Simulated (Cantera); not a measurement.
A perfectly stirred reactor is fed with H₂ : O₂ = 0.017 : 1 (molar parts), at 10.00 Torr; it is held at 1425 K, and followed from long to short residence time.

Cantera simulation using GRI-Mech 3.0 (53 species, 325 reactions); the numbers are that mechanism's predictions, not measurements. Radical loss at walls, strong at low pressure, is not modelled.

Question: Predict: x(H₂) at τ = 0.480 s; x(O₂) at τ = 0.480 s; x(H₂O) at τ = 0.480 s; x(HO₂) at τ = 0.480 s; x(O) at τ = 0.480 s; x(H₂) at τ = 11.0 ms; x(O₂) at τ = 11.0 ms; x(H₂O) at τ = 11.0 ms; x(HO₂) at τ = 11.0 ms; x(O) at τ = 11.0 ms.

Answer: 
| Quantity | Value |
|---|---|
| x(H₂) at τ = 0.480 s | 7.14e-5 |
| x(O₂) at τ = 0.480 s | 0.976 |
| x(H₂O) at τ = 0.480 s | 0.0158 |
| x(HO₂) at τ = 0.480 s | 4.24e-7 |
| x(O) at τ = 0.480 s | 0.00647 |
| x(H₂) at τ = 11.0 ms | 0.000597 |
| x(O₂) at τ = 11.0 ms | 0.969 |
| x(H₂O) at τ = 11.0 ms | 0.0144 |
| x(HO₂) at τ = 11.0 ms | 6.79e-7 |
| x(O) at τ = 11.0 ms | 0.0129 |
